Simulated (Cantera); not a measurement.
Input: 1 mol SiCl4, 2.7 mol HCl, 170 mol H2, at 825 °C and 0.0400 bar.

Equilibrium computed with Cantera from the NASA thermochemical tables; the gas is ideal and each condensed phase is pure. Candidate condensed phases: Si; 19 gas species. The tables' values for SiCl3 are old estimates; treat these amounts as uncertain. The numbers say what is thermodynamically allowed, not how fast it happens.

Base state: H2 0.973, HCl 0.0219, SiCl4 0.00222, SiHCl3 0.00143, SiCl2 0.00100, SiCl3 0.000398, SiH2Cl2 0.000111 (mole fractions); condensed: Si(s).

**Question.** What changes in the equilibrium state with this change: temperature from 825 °C to 650 °C?

**Answer.** 
```json
[
 {"species": "H2", "before": "0.973", "after": "0.978"},
 {"species": "HCl", "before": "0.0219", "after": "0.0166"},
 {"species": "SiCl4", "before": "0.00222", "after": "0.00471"},
 {"species": "SiCl2", "before": "0.00100", "after": "7.54e-6"},
 {"species": "SiCl3", "before": "0.000398", "after": "2.97e-5"},
 {"species": "SiH2Cl2", "before": "0.000111", "after": "2.03e-5"},
 {"species": "Si(s), mol", "before": "0.101", "after": "0"}
]
```
